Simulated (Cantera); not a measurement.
A closed system holds: 1 mol PbO, 6.2 mol C, 0.6 mol N₂, at 0.000440 bar.

Method: chemical equilibrium by Gibbs-energy minimisation in Cantera with the NASA 1993 tables (ideal gas, pure condensed phases). Candidate condensed phases: C, Pb, PbO, PbO₂, Pb₃O₄; 27 gas species. Kinetics and transport are ignored.

Problem. At 925 K, list the 4 most abundant gas species with their mole fractions, and the condensed phases.

Solution. CO 0.621, N₂ 0.373, Pb 0.00607, CO₂ 0.000509. Condensed: C(graphite) + Pb(l).
